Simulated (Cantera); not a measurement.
Charge: 1 mol MgCO3, 0.17 mol SO2, 1.5 mol H2O, equilibrated at 0.830 bar.

Cantera equilibrium calculation (NASA polynomials, part measured and part estimated; ideal gas, pure solids and liquids). Candidate condensed phases: C, C6H6, C7H8, C8H18, H2O, H2SO4, Mg, MgCO3, MgO, Mg(OH)2, MgS, MgSO4, S; 130 gas species. Equilibrium is a limit: real reactors are often held back by kinetics, nucleation or transport.

log p: log10 of the partial pressure in bar; n: condensed amount in mol.

```json
[
 {"T (°C)": "552", "log p H2O": "-0.33", "log p CO2": "-0.51", "log p SO2": "-1.28", "log p CO": "-5.40", "log p H2": "-4.67", "log p SO3": "-8.39", "n MgO(s)": "1.000", "n MgSO4(s)": "0.000182"},
 {"T (°C)": "627", "log p H2O": "-0.33", "log p CO2": "-0.51", "log p SO2": "-1.28", "log p CO": "-5.91", "log p H2": "-5.37", "log p SO3": "-6.91", "n MgO(s)": "1.000", "n MgSO4(s)": "1.74e-5"},
 {"T (°C)": "702", "log p H2O": "-0.33", "log p CO2": "-0.51", "log p SO2": "-1.28", "log p CO": "-6.26", "log p H2": "-5.88", "log p SO3": "-5.73", "n MgO(s)": "1.00", "n MgSO4(s)": "0"},
 {"T (°C)": "777", "log p H2O": "-0.33", "log p CO2": "-0.51", "log p SO2": "-1.28", "log p CO": "-5.86", "log p H2": "-5.61", "log p SO3": "-5.42", "n MgO(s)": "1.00", "n MgSO4(s)": "0"},
 {"T (°C)": "852", "log p H2O": "-0.33", "log p CO2": "-0.51", "log p SO2": "-1.28", "log p CO": "-5.52", "log p H2": "-5.38", "log p SO3": "-5.15", "n MgO(s)": "1.00", "n MgSO4(s)": "0"},
 {"T (°C)": "927", "log p H2O": "-0.33", "log p CO2": "-0.51", "log p SO2": "-1.28", "log p CO": "[?]", "log p H2": "[?]", "log p SO3": "[?]", "n MgO(s)": "1.00", "n MgSO4(s)": "0"},
 {"T (°C)": "1002", "log p H2O": "-0.33", "log p CO2": "-0.51", "log p SO2": "-1.28", "log p CO": "[?]", "log p H2": "[?]", "log p SO3": "[?]", "n MgO(s)": "1.00", "n MgSO4(s)": "0"},
 {"T (°C)": "1077", "log p H2O": "-0.33", "log p CO2": "-0.51", "log p SO2": "-1.28", "log p CO": "-4.52", "log p H2": "-4.63", "log p SO3": "-4.72", "n MgO(s)": "1.00", "n MgSO4(s)": "0"}
]
```

Question: Fill in the missing entries.

Answer: 
- 927, log p CO: -5.20
- 927, log p H2: -5.16
- 927, log p SO3: -4.93
- 1002, log p CO: -4.87
- 1002, log p H2: -4.91
- 1002, log p SO3: -4.79
